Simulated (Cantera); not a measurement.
**Thermodynamics of sublimation and decomposition of ceramics, feed Si₃N₄ + N₂**

Charge: 1 mol Si₃N₄, 0.15 mol N₂, equilibrated at 2150 °C.

Method: chemical equilibrium by Gibbs-energy minimisation in Cantera with the NASA 1993 tables (ideal gas, pure condensed phases). Candidate condensed phases: Si, Si₃N₄; 7 gas species. The tables' values for SiN are old estimates; treat these amounts as uncertain. Kinetics and transport are ignored.

| P (Pa) | x N₂ | x Si | x Si₂ | x SiN | n Si(l) |
|---|---|---|---|---|---|
| 1 | 0.417 | 0.582 | 3.07e-5 | 0.000135 | 0 |
| 5.60 | 0.417 | 0.582 | 0.000172 | 0.000320 | 0 |
| 32 | 0.418 | 0.581 | 0.000977 | 0.000762 | 0 |
| 180 | 0.420 | 0.572 | 0.00534 | 0.00179 | 0 |
| 1000 | 0.726 | 0.262 | 0.00622 | 0.00253 | 2.16 |
| 5600 | 0.950 | 0.0468 | 0.00111 | 0.00122 | 2.88 |
| 32000 | 0.991 | 0.00819 | 0.000194 | 0.000523 | 2.98 |
| 180000 | 0.998 | 0.00146 | 3.45e-5 | 0.000221 | 3.00 |
| 1000000 | 1.000 | 0.000262 | 6.22e-6 | 9.40e-5 | 3.00 |
x: gas mole fraction; n: condensed amount in mol.

From 1.00e-5 bar to 0.00180 bar nothing is condensed. From 0.0100 bar to 10.0 bar the condensed part is Si(l). The main Si-bearing gas is Si throughout.
